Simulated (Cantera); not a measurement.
Equilibrium for carbon deposition, reforming and gasification: n-butane + O2 + H2

Feed: 1 mol n-butane, 0.18 mol O2, 23 mol H2, held at 1425 K and 13300 Pa.

Cantera equilibrium calculation (NASA polynomials, part measured and part estimated; ideal gas, pure solids and liquids). Candidate condensed phases: C, C6H6, C7H8, C8H18, H2O; 110 gas species. The numbers say what is thermodynamically allowed, not how fast it happens.

```
Quantity                Result
-------------------  ---------
x(H2)                    0.987
x(CO)                   0.0127
x(CH4)                0.000489
x(H)                   1.86e-5
x(H2O)                 5.07e-6
x(C2H2 (acetylene))    3.48e-6
n(C(graphite))        3.63 mol
gas amount           28.35 mol
```
